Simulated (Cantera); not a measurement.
Feed: 1 mol HCl, 0.036 mol O2, at 4.50 bar.

Equilibrium computed with Cantera from the NASA thermochemical tables; the gas is ideal and each condensed phase is pure. Candidate condensed phases: H2O; 14 gas species. Kinetics and transport are ignored.

x: gas mole fraction; nothing condenses.

```tsv
T (K)	x HCl	x Cl	x H2	x H	x H2O	x Cl2	x OH
1525	0.870	0.00772	1.01e-6	1.12e-8	0.0604	0.0565	2.07e-5
1675	0.872	0.0172	4.69e-6	1.19e-7	0.0557	0.0471	6.81e-5
1825	0.869	0.0321	1.84e-5	8.89e-7	0.0529	0.0369	0.000179
1975	0.860	0.0516	6.46e-5	5.18e-6	0.0523	0.0267	0.000400
2125	0.847	0.0729	0.000213	2.50e-5	0.0538	0.0179	0.000782
2275	0.832	0.0929	0.000669	0.000104	0.0563	0.0112	0.00136
2425	0.816	0.110	0.00199	0.000376	0.0586	0.00680	0.00210
2575	0.799	(withheld)	(withheld)	(withheld)	0.0596	(withheld)	(withheld)
2725	0.773	0.143	0.0121	0.00324	0.0587	0.00285	0.00411
2875	0.736	0.167	0.0228	0.00754	0.0562	0.00214	0.00557
3025	0.687	0.197	0.0365	0.0153	0.0522	0.00174	0.00744
3175	0.627	0.231	0.0514	0.0280	0.0468	0.00149	0.00964
3325	(withheld)	(withheld)	(withheld)	(withheld)	(withheld)	(withheld)	(withheld)
3475	0.487	0.305	0.0775	0.0732	0.0327	0.00112	0.0140
```

Q: What belongs in the gaps?

A: 
- 3325, x HCl: 0.560
- 3325, x Cl: 0.268
- 3325, x H2: 0.0657
- 3325, x H: 0.0470
- 3325, x H2O: 0.0402
- 3325, x Cl2: 0.00129
- 3325, x OH: 0.0120
- 2575, x Cl: 0.125
- 2575, x H2: 0.00533
- 2575, x H: 0.00119
- 2575, x Cl2: 0.00422
- 2575, x OH: 0.00300
